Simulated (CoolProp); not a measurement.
R22 at 298.15 K and 5.37 MPa is throttled through a valve to 0.607 MPa with no heat exchange. Each further row changes one setting.

Model: reference Helmholtz-energy equation of state, Kamei 1995, in CoolProp.

```json
[
 {"case": "as stated", "temperature change (K)": "-18.8", "final phase": "[?]", "final density (kg/m³)": "[?]"},
 {"case": "outlet pressure 0.182 MPa", "temperature change (K)": "[?]", "final phase": "two-phase, vapour fraction 0.274", "final density (kg/m³)": "[?]"},
 {"case": "outlet pressure 0.789 MPa", "temperature change (K)": "[?]", "final phase": "[?]", "final density (kg/m³)": "[?]"}
]
```

**Question.** Complete the blanks.

**Answer.** 
- as stated, final phase: two-phase, vapour fraction 0.116
- as stated, final density (kg/m³): 193
- outlet pressure 0.182 MPa, temperature change (K): -52.5
- outlet pressure 0.182 MPa, final density (kg/m³): 29.2
- outlet pressure 0.789 MPa, temperature change (K): -10.0
- outlet pressure 0.789 MPa, final phase: two-phase, vapour fraction 0.065
- outlet pressure 0.789 MPa, final density (kg/m³): 368
